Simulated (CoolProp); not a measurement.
Vapour-liquid equilibrium of p-xylene (1) + n-decane (2) at 286 kPa; x and y are mole fractions of (1).

Model: multi-fluid Helmholtz-energy mixture model, Zhou 2012 and Lemmon 2006; pair parameters Bell 2016, in CoolProp.

**Question.** Give the bubble temperature and the first vapour's composition at x = 0.05, 0.55, 0.85. Is there an azeotrope?

**Answer.** x = 0.05: 490.4 K, y = 0.094; x = 0.55: 468.7 K, y = 0.711; x = 0.85: 459.2 K, y = 0.919. No azeotrope shows between x = 0.05 and 0.95.

Pair parameters are fitted to limited data, so mixtures are less certain than the pure fluids.
